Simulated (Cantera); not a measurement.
Standard-state values (1 bar) from the NASA 1993 polynomials, evaluated with Cantera. Values are per mole of reaction as written; species without (g) are pure solids or liquids, kept so even where they would boil at 1 bar.

Task: Between 548 and 1898 K, where is each reaction favourable under standard conditions?
- NO(g) + 2 Cr → O(g) + Cr₂N

Result: 
- NO(g) + 2 Cr → O(g) + Cr₂N: ΔG° is 49 kJ at 548 K and 68 kJ at 1898 K; it stays positive (K < 1). ΔH° is 49 kJ and ΔS° -10 J/K at 1898 K.
